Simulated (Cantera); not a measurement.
A perfectly stirred reactor is fed with H2 : O2 = 0.011 : 1 (molar parts), equivalence ratio 0.0055, at 15.8 Torr; it is held at 1200 K, and followed from long to short residence time.

Detailed kinetics in Cantera: GRI-Mech 3.0 (53 species, 325 reactions). Radical loss at walls, strong at low pressure, is not modelled.

Problem. What does this change do: temperature 1200 to 1325 K?

Solution. 
```tsv
quantity	before	after
x(H2) at τ = 2.00 s	2.81e-5	1.77e-5
x(O2) at τ = 2.00 s	0.988	0.988
x(H) at τ = 2.00 s	1.52e-5	1.96e-5
x(OH) at τ = 2.00 s	0.000275	0.000459
x(H2O) at τ = 2.00 s	0.0108	0.0107
x(H2) at τ = 77.0 ms	0.000186	0.000116
x(O2) at τ = 77.0 ms	0.984	0.982
x(H) at τ = 77.0 ms	0.000218	0.000215
x(OH) at τ = 77.0 ms	0.000727	0.00105
x(H2O) at τ = 77.0 ms	0.0103	0.0102
```

Problem. What does this change do: pressure from 15.8 Torr to 4.35 Torr?

Solution. 
```csv
quantity,before,after
x(H2) at τ = 2.00 s,2.81e-5,4.85e-5
x(O2) at τ = 2.00 s,0.988,0.985
x(H) at τ = 2.00 s,1.52e-5,0.000135
x(OH) at τ = 2.00 s,0.000275,0.000570
x(H2O) at τ = 2.00 s,0.0108,0.0105
x(H2) at τ = 77.0 ms,0.000186,0.000397
x(O2) at τ = 77.0 ms,0.984,0.980
x(H) at τ = 77.0 ms,0.000218,0.000577
x(OH) at τ = 77.0 ms,0.000727,0.00109
x(H2O) at τ = 77.0 ms,0.0103,0.00965
```
